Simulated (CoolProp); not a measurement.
2000 sccm (0 °C, 1 atm) of nitrogen bubbles through liquid 1,2-dichloroethane at 300.8 K and leaves saturated at a total pressure of 0.15 MPa (ideal gas phase). Each further row changes one setting.

Values from CoolProp's reference Helmholtz-energy equation of state, Thol 2015.

```
case                      vapour pressure (kPa)  mole fraction of vapour  delivery (mg/min)  delivery (sccm)  change of delivery for a bath 1 K warmer (%)
------------------------  ---------------------  -----------------------  -----------------  ---------------  --------------------------------------------
as stated                                  11.9                   0.0794                762              [?]                                           5.2
bath temperature 305.8 K                    [?]                      [?]                980              [?]                                           5.1
total pressure 0.3 MPa                     11.9                   0.0397                [?]              [?]                                           [?]
```

Task: Fill in the missing entries.

Result: 
- as stated, delivery (sccm): 173
- bath temperature 305.8 K, vapour pressure (kPa): 15.0
- bath temperature 305.8 K, mole fraction of vapour: 0.0999
- bath temperature 305.8 K, delivery (sccm): 222
- total pressure 0.3 MPa, delivery (mg/min): 365
- total pressure 0.3 MPa, delivery (sccm): 82.7
- total pressure 0.3 MPa, change of delivery for a bath 1 K warmer (%): 5.0
